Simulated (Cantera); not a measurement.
**Premixed flame**

A freely propagating, adiabatic, planar premixed flame of CO : H2 : O2 : N2 = 1 : 0.038 : 0.346 : 1.3 (molar parts), equivalence ratio 1.5, unburnt at 623 K and 3750 Torr; mixture-averaged transport, grid criteria slope 0.08 and curve 0.16, no radiation.

Detailed kinetics in Cantera: GRI-Mech 3.0 (53 species, 325 reactions). The hydrogen kinetics of GRI-Mech 3.0 are dated; newer H2 mechanisms differ, most at raised pressure. Burning velocities carry a grid error of a few per cent, more on coarse grids.

| z (mm) | T (K) | u (m/s) | x CO | x H2 | x O2 | x NO | x O | x N2O |
|---|---|---|---|---|---|---|---|---|
| -0.393 | 623 | 1.30 | 0.373 | 0.0141 | 0.129 | <1e-8 | <1e-8 | <1e-8 |
| -0.262 | 623 | 1.30 | 0.373 | 0.0140 | 0.129 | <1e-8 | <1e-8 | <1e-8 |
| -0.197 | 623 | 1.30 | 0.373 | 0.0138 | 0.129 | <1e-8 | <1e-8 | <1e-8 |
| -0.131 | 625 | 1.30 | 0.373 | 0.0131 | 0.129 | <1e-8 | <1e-8 | <1e-8 |
| -0.0656 | 669 | 1.39 | 0.372 | 0.0106 | 0.128 | 9.09e-8 | 2.43e-6 | <1e-8 |
| -0.0328 | 931 | 1.91 | 0.356 | 0.00756 | 0.118 | 1.50e-6 | 0.000300 | 6.25e-8 |
| 0 | 1400 | 2.81 | 0.306 | 0.00334 | 0.0857 | 8.92e-6 | 0.00538 | 4.52e-7 |
| 0.0328 | 1731 | 3.38 | 0.252 | 0.00141 | 0.0525 | 2.64e-5 | 0.0121 | 9.25e-7 |
| 0.0656 | 1923 | 3.69 | 0.221 | 0.00129 | 0.0357 | 4.76e-5 | 0.0130 | 9.68e-7 |
| 0.131 | 2118 | 4.00 | 0.199 | 0.00141 | 0.0249 | 8.49e-5 | 0.00976 | 8.61e-7 |
| 0.262 | 2290 | 4.27 | 0.184 | 0.00140 | 0.0177 | 0.000146 | 0.00569 | 7.58e-7 |
| 0.525 | 2424 | 4.48 | 0.170 | 0.00131 | 0.0114 | 0.000251 | 0.00298 | 6.06e-7 |
| 1.05 | 2517 | 4.61 | 0.160 | 0.00122 | 0.00632 | 0.000411 | 0.00144 | 4.23e-7 |
x: mole fraction of selected species; z is measured from the peak of heat release.

```yaml
laminar_burning_velocity: 130 cm/s
thermal_thickness: 0.131 mm
peak x(O): 0.0132
grid_points: 113
```
